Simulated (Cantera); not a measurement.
Feed: 1 mol SiCl4, 10 mol NO, 0.18 mol H2, held at 45.0 Pa.

Equilibrium computed with Cantera from the NASA thermochemical tables; the gas is ideal and each condensed phase is pure. Candidate condensed phases: H2O, NH4Cl, Si, SiO2, Si2N2O, Si3N4; 47 gas species. The tables hold silica as quartz up to 1696 K and as liquid above; real silica turns to tridymite and cristobalite and melts near 1996 K. Equilibrium is a limit: real reactors are often held back by kinetics, nucleation or transport.

**Question.** Which condensed phases are stable at each of these points (T (K)): 1650, 1700, 1750, 1800, 1850, 1900, 1950, 2000?

**Answer.** 
```csv
T (K),condensed phases,Si condensed (%)
1650,SiO2(β-quartz),100.0
1700,SiO2(condensed),100.0
1750,SiO2(condensed),100.0
1800,SiO2(condensed),100.0
1850,SiO2(condensed),99.8
1900,SiO2(condensed),99.4
1950,SiO2(condensed),98.1
2000,SiO2(l),93.9
```

At 1650 K the condensed part is SiO2(β-quartz). From 1700 K to 1950 K the condensed part is SiO2(condensed). At 2000 K the condensed part is SiO2(l).
